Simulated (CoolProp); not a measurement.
Computed with CoolProp (reference Helmholtz-energy equation of state, Span 1996).

Task: For carbon dioxide, give the phase and the speed of sound (m/s), Joule-Thomson coefficient (K/MPa), conductivity (mW/(m K)) at 326.3 K and 0.101 MPa; 340.1 K and 0.101 MPa; 354 K and 0.101 MPa.

Result: 
- 326.3 K and 0.101 MPa: gas; speed of sound 280, Joule-Thomson coefficient 8.71, conductivity 18.8
- 340.1 K and 0.101 MPa: gas; speed of sound 285, Joule-Thomson coefficient 7.86, conductivity 19.9
- 354 K and 0.101 MPa: gas; speed of sound 291, Joule-Thomson coefficient 7.13, conductivity 21.0

Thermal conductivity comes from a separate model (Huber 2016).
